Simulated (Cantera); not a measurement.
**Silicon etching in halogen gases: Si + NF₃ + N₂**

Charge: 1 mol Si, 4.3 mol NF₃, 18 mol N₂, equilibrated at 1598 K and 0.133 bar.

These are equilibrium values from Cantera (NASA tables, ideal gas, pure condensed phases), not measurements of a reactor. Candidate condensed phases: Si, Si₃N₄; 16 gas species. The numbers say what is thermodynamically allowed, not how fast it happens.

```
Quantity                             Result
--------------------------------  ---------
x(N₂)                                 0.671
x(F)                                  0.295
x(SiF₄)                              0.0333
x(F₂)                              0.000686
gas amount                        30.03 mol
log10 activity of Si(s) (absent)     -39.56
```
